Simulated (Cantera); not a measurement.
Charge: 1 mol HF, 0.31 mol SO2, 0.26 mol N2, at 0.00133 bar.

Equilibrium computed with Cantera from the NASA thermochemical tables; the gas is ideal and each condensed phase is pure. Candidate condensed phases: H2O, H2SO4, S; 100 gas species. Ions and electrons are included (thermal ionisation). Rates play no part. All values below are at 3750 K.

Base state: F 0.308, H 0.308, O 0.194, S 0.0974, N2 0.0791, HF 0.00684, N 0.00517, NO 0.000544 (mole fractions); condensed: gas only.

Problem. What changes in the equilibrium state with this change: SO2 from 0.31 to 0.0042 mol?

Solution. 
| species | before | after |
|---|---|---|
| F | 0.308 | 0.431 |
| H | 0.308 | 0.431 |
| N2 | 0.0791 | 0.113 |
| O | 0.194 | 0.00372 |
| S | 0.0974 | 0.00186 |
| HF | 0.00684 | 0.0134 |
| O2 | 6.37e-5 | 2.33e-8 |
| SO | 0.000232 | 8.51e-8 |
| NO | 0.000544 | 1.24e-5 |
